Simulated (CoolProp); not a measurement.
Vapour-liquid equilibrium of CHF3 (R23) (1) + R227EA (2) at 135 kPa; x and y are mole fractions of (1).

Values from CoolProp's multi-fluid Helmholtz-energy mixture model, Penoncello 2003 and Lemmon 2016; pair parameters Bell 2016.

```tsv
x	bubble temperature, mixture model (K)	bubble temperature, Raoult's law (K)	y, mixture model	y, Raoult's law
0.05	250.9	250.2	0.436	0.470
0.15	…	233.5	0.797	0.794
0.25	220.8	223.4	0.907	0.898
0.35	…	216.6	0.948	0.942
0.45	208.8	211.5	0.967	0.965
0.55	205.5	207.5	0.978	0.979
0.65	…	204.3	0.985	0.987
0.75	200.9	201.6	0.990	0.992
0.85	199.0	199.2	0.994	0.996
0.95	197.2	197.2	0.998	0.999
```

Problem. Complete the blanks.

Solution. 
- 0.15, bubble temperature, mixture model (K): 232.2
- 0.35, bubble temperature, mixture model (K): 213.6
- 0.65, bubble temperature, mixture model (K): 202.9

The largest gap from Raoult's law is -3.0 K in bubble temperature, at x = 0.35. No azeotrope shows between x = 0.05 and 0.95.

Pair parameters are fitted to limited data, so mixtures are less certain than the pure fluids. The gap from Raoult's law changes sign with composition, which may be real or a fault of the pair parameters; it wasn't checked against measurements.
